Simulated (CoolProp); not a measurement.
Vapour-liquid equilibrium of trans-2-butene (1) + acetone (2) at 1080 kPa; x and y are mole fractions of (1).

Model: multi-fluid Helmholtz-energy mixture model, Lemmon 2005 and Lemmon 2006; pair parameters Bell 2016, in CoolProp.

**Question.** Give the bubble temperature and the first vapour's composition at x = 0.55, 0.85, 0.95. Is there an azeotrope?

**Answer.** x = 0.55: 367.6 K, y = 0.791; x = 0.85: 359.7 K, y = 0.910; x = 0.95: 357.8 K, y = 0.965. No azeotrope shows between x = 0.05 and 0.95.

Pair parameters are fitted to limited data, so mixtures are less certain than the pure fluids.
